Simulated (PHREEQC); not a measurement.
Synthetic water in mmol/kgw, 60 °C, pH 6.43, pe 12.3: Na 564; K 0.56; Ca 6.58; Mg 18.8; Cl 585; S(6) 4.56; Alkalinity (meq/kgw) 0.277; B 0.91.

Valence states are taken as typed.

Computed with PHREEQC (ion-association model, wateq4f.dat).

Each row changes one thing in this solution. Precipitation was switched off in this run.

| case | SO4-2 (mol/kgw) | NaSO4- (mol/kgw) | MgSO4 (mol/kgw) | HCO3- (mol/kgw) | CaSO4 (mol/kgw) | CO2 (mol/kgw) | SI of Magnesite (MgCO3) | SI of Gypsum (CaSO4:2H2O) |
|---|---|---|---|---|---|---|---|---|
| as made | 0.00225 | 0.00136 | 0.000823 | 0.000218 | 0.000130 | 9.27e-5 | -1.37 | -1.62 |
| pH from 6.43 to 6.73 at the same alkalinity | 0.00225 | 0.00136 | 0.000823 | 0.000209 | 0.000130 | 4.61e-5 | -1.09 | -1.64 |
| Na from 564 to 1690 mmol/kgw | [?] | 0.00243 | [?] | 0.000182 | 6.28e-5 | 6.61e-5 | [?] | -1.89 |

Task: Some entries are withheld; supply them.

Result: 
- Na from 564 to 1690 mmol/kgw, SO4-2 (mol/kgw): 0.00164
- Na from 564 to 1690 mmol/kgw, MgSO4 (mol/kgw): 0.000431
- Na from 564 to 1690 mmol/kgw, SI of Magnesite (MgCO3): -1.44

The ionic strength passes 0.7 mol/kgw, the rough limit of the ion-association models, in Na from 564 to 1690 mmol/kgw. Constants without temperature data keep their 25 °C values here.
